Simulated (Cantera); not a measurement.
Input (Python, Cantera) and output of one run.

```python
import numpy as np
import cantera as ct

gas_names = """
    CL CLO CL2 H HCL HOCL HO2 H2 H2O H2O2 O OH O2 O3 Si SiCL SiCL2 SiCL3 SiCL4 SiH SiHCL3 SiH2 SiH2CL2
    SiH3 SiH3CL SiH4 SiO SiO2 Si2 Si3
""".split()
cond_names = """
    H2O(s) H2O(L) Si(cr) Si(L) SiO2(Lqz) SiO2(hqz) SiO2(L)
""".split()


# ... load() reads the species with a 1 bar reference pressure and builds the phases ...
atoms = {
    'SiO2': {'Si': 1, 'O': 2},
    'HCl': {'H': 1, 'CL': 1},
    'O2': {'O': 2},
}
top_T = {}  # K; cautious upper limits of use, not melting points


# ... equilibrate(T, P, feed) seeds the gas with the atoms and calls Mixture.equilibrate('TP', solver="vcs", rtol=1e-11, max_steps=5000) ...
results = []
feed = {'SiO2': 1, 'HCl': 4.7, 'O2': 0.83}  # mol
T = 748.15  # K
for P in [1, 10, 100, 1000, 10000, 100000]:
    mix = equilibrate(T, P, feed)
    results.append((T, P, feed, dict(zip(mix.species_names, mix.species_moles))))

top = {s: max(r[3][s] / sum(r[3][g] for g in gas_names) for r in results) for s in gas_names}
cols = sorted((s for s in top if top[s] > 1e-05), key=lambda s: -top[s])[:5]
seen = [c for c in cond_names if any(r[3].get(c, 0) > 1e-12 for r in results)]
print("log10 of partial pressures in bar; condensed amounts in mol")
print(f"{'P/Pa':>10s}" + "".join(f"{s[:9]:>10s}" for s in cols + seen))
for T, P, feed, n in results:
    ng = sum(n[g] for g in gas_names)
    print(f"{P:10.4g}" + "".join(f"{np.log10(max(n[s] / ng * P / 1e5, 1e-99)):10.3f}" for s in cols)
          + "".join(f"{n.get(c, 0):10.4g}" for c in seen))
```

Output:

```
log10 of partial pressures in bar; condensed amounts in mol
      P/Pa       HCL       H2O       CL2        O2        CL SiO2(Lqz)
         1    -5.113    -6.303    -6.304    -5.890    -8.740         1
        10    -4.141    -5.093    -5.093    -4.936    -8.135         1
       100    -3.184    -3.906    -3.906    -4.012    -7.541         1
      1000    -2.246    -2.747    -2.747    -3.131    -6.961         1
     1e+04    -1.325    -1.622    -1.622    -2.314    -6.399         1
     1e+05    -0.413    -0.531    -0.531    -1.601    -5.854         1
```

Method: chemical equilibrium by Gibbs-energy minimisation in Cantera with the NASA 1993 tables (ideal gas, pure condensed phases).
